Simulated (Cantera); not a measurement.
A closed system holds: 1 mol Si₃H₈, 0.2 mol HCl, 99 mol N₂, at 1625 K and 59000 Pa.

Equilibrium computed with Cantera from the NASA thermochemical tables; the gas is ideal and each condensed phase is pure. Candidate condensed phases: NH₄Cl, Si, Si₃N₄; 28 gas species. The feed counts by its element totals alone. The numbers say what is thermodynamically allowed, not how fast it happens.

Question: What is the equilibrium state?

Answer: 
| Quantity | Value |
|---|---|
| x(N₂) | 0.958 |
| x(H₂) | 0.0395 |
| x(HCl) | 0.00197 |
| x(H) | 1.83e-5 |
| x(SiCl₂) | 2.98e-6 |
| n(Si₃N₄(s)) | 1.000 mol |
| gas amount | 101.2 mol |
| log10 activity of Si(s) (absent) | -2.06 |
